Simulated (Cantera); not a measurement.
An adiabatic, constant-pressure homogeneous reactor starts with CO : H2 : CH4 : O2 : N2 : H2O = 1 : 0.063 : 0.08 : 0.532 : 2 : 0.87 (molar parts), equivalence ratio 1.3, at 1773 K and 165 Torr.

Cantera simulation using GRI-Mech 3.0 (53 species, 325 reactions); the numbers are that mechanism's predictions, not measurements.

Task: Predict: time of steepest temperature rise; temperature at 0.700 s; equilibrium temperature; x(CO) at 0.700 s; x(H2) at 0.700 s; x(HO2) at 0.700 s.

Result: 
- time of steepest temperature rise: 0.162 ms
- temperature at 0.700 s: 2582 K
- equilibrium temperature: 2582 K
- x(CO) at 0.700 s: 0.110 (gas-phase equilibrium 0.110)
- x(H2) at 0.700 s: 0.0258 (gas-phase equilibrium 0.0258)
- x(HO2) at 0.700 s: 3.20e-6 (gas-phase equilibrium 3.20e-6)
